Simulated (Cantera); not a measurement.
A perfectly stirred reactor is fed with H2 : O2 : N2 = 0.34 : 1 : 3.6 (molar parts), equivalence ratio 0.17, at 3500 Pa; it is held at 950 K, and followed from long to short residence time.

Cantera simulation using GRI-Mech 3.0 (53 species, 325 reactions); the numbers are that mechanism's predictions, not measurements. Radical loss at walls, strong at low pressure, is not modelled. The temperature is held fixed by assumption; the heat of reaction is taken as removed at once.

Problem. What does this change do: temperature 950 to 1125 K?

Solution. 
| quantity | before | after |
|---|---|---|
| x(H2) at τ = 30.0 s | 0.000107 | 3.57e-5 |
| x(O2) at τ = 30.0 s | 0.174 | 0.174 |
| x(H2O) at τ = 30.0 s | 0.0711 | 0.0712 |
| x(N2O) at τ = 30.0 s | 3.10e-8 | 4.97e-8 |
| x(OH) at τ = 30.0 s | 4.59e-5 | 0.000151 |
| x(H2) at τ = 0.180 s | 0.00219 | 0.000901 |
| x(O2) at τ = 0.180 s | 0.174 | 0.173 |
| x(H2O) at τ = 0.180 s | 0.0685 | 0.0693 |
| x(N2O) at τ = 0.180 s | 7.90e-9 | 1.68e-8 |
| x(OH) at τ = 0.180 s | 0.000332 | 0.000857 |

Problem. What does this change do: temperature 950 to 1025 K?

Solution. 
```json
[
 {"quantity": "x(H2) at τ = 30.0 s", "before": "0.000107", "after": "5.73e-5"},
 {"quantity": "x(O2) at τ = 30.0 s", "before": "0.174", "after": "0.174"},
 {"quantity": "x(H2O) at τ = 30.0 s", "before": "0.0711", "after": "0.0712"},
 {"quantity": "x(N2O) at τ = 30.0 s", "before": "3.10e-8", "after": "4.06e-8"},
 {"quantity": "x(OH) at τ = 30.0 s", "before": "4.59e-5", "after": "8.22e-5"},
 {"quantity": "x(H2) at τ = 0.180 s", "before": "0.00219", "after": "0.00132"},
 {"quantity": "x(O2) at τ = 0.180 s", "before": "0.174", "after": "0.174"},
 {"quantity": "x(H2O) at τ = 0.180 s", "before": "0.0685", "after": "0.0692"},
 {"quantity": "x(N2O) at τ = 0.180 s", "before": "7.90e-9", "after": "1.25e-8"},
 {"quantity": "x(OH) at τ = 0.180 s", "before": "0.000332", "after": "0.000511"}
]
```
